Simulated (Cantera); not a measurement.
Charge: 1 mol Si₃N₄, 0.67 mol N₂O, 5.4 mol H₂, held at 0.370 Pa.

These are equilibrium values from Cantera (NASA tables, ideal gas, pure condensed phases), not measurements of a reactor. Candidate condensed phases: H₂O, Si, SiO₂, Si₂N₂O, Si₃N₄; 35 gas species. Mutual solubility and eutectic melting of coexisting phases are not modelled. Rates play no part.

Q: What share of the Si ends up in condensed phases as a function of T (°C), at 650, 800, 950, 1100, 1250, 1400, 1550, 1700, 1850?

A: 
| T (°C) | Si condensed (%) | as |
|---|---|---|
| 650 | 100.0 | Si₂N₂O(s) + Si₃N₄(s) |
| 800 | 100.0 | Si₂N₂O(s) + Si₃N₄(s) |
| 950 | 100.0 | Si₂N₂O(s) + Si₃N₄(s) |
| 1100 | 93.9 | Si(s) + Si₂N₂O(s) |
| 1250 | 76.2 | Si(s) |
| 1400 | 39.0 | Si(s) |
| 1550 | 0.0 | - |
| 1700 | 0.0 | - |
| 1850 | 0.0 | - |
